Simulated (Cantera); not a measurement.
A closed system holds: 1 mol MgO, 5.1 mol CO, 0.4 mol C, at 2173 K and 1 atm.

Method: chemical equilibrium by Gibbs-energy minimisation in Cantera with the NASA 1993 tables (ideal gas, pure condensed phases). Candidate condensed phases: C, Mg, MgCO3, MgO; 15 gas species. Kinetics and transport are ignored.

Base state: CO 0.931, Mg 0.0682, CO2 0.000382 (mole fractions); condensed: MgO(s).

Problem. What changes in the equilibrium state with this change: temperature from 2173 K to 1948 K?

Solution. 
```json
[
 {"species": "CO", "before": "0.931", "after": "0.950"},
 {"species": "Mg", "before": "0.0682", "after": "0.0501"},
 {"species": "CO2", "before": "0.000382", "after": "3.02e-5"},
 {"species": "MgO(s), mol", "before": "0.598", "after": "0.716"},
 {"species": "C(graphite), mol", "before": "0", "after": "0.116"}
]
```

Problem. What changes in the equilibrium state with this change: temperature from 2173 K to 1350 K?

Solution. 
```
species             before    after
----------------  --------  -------
CO                   0.931    0.997
CO2               0.000382  0.00294
Mg                  0.0682  2.26e-9
MgO(s), mol          0.598     1.00
C(graphite), mol         0    0.415
```
